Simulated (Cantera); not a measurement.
A closed system holds: 1 mol TiO₂, 4.2 mol H₂, equilibrated at 1698.15 K and 75.0 Torr.

Equilibrium computed with Cantera from the NASA thermochemical tables; the gas is ideal and each condensed phase is pure. Candidate condensed phases: H₂O, Ti, TiO, TiO₂, Ti₂O₃, Ti₃O₅, Ti₄O₇; 12 gas species. Mutual solubility and eutectic melting of coexisting phases are not modelled. Condensed phases not in the tables: Magnéli phases beyond Ti₄O₇. The numbers say what is thermodynamically allowed, not how fast it happens.

Q: What is the equilibrium state?

A: x(H₂): 0.944
x(H₂O): 0.0554
x(H): 0.000445
x(OH): 1.34e-6
n(TiO₂(rutile)): 0.0682 mol
n(Ti₄O₇(s)): 0.233 mol
gas amount: 4.201 mol
log10 activity of Ti₃O₅(s) (absent): -0.12
log10 activity of Ti₂O₃(s) (absent): -0.66
log10 activity of Ti(β) (absent): -7.78
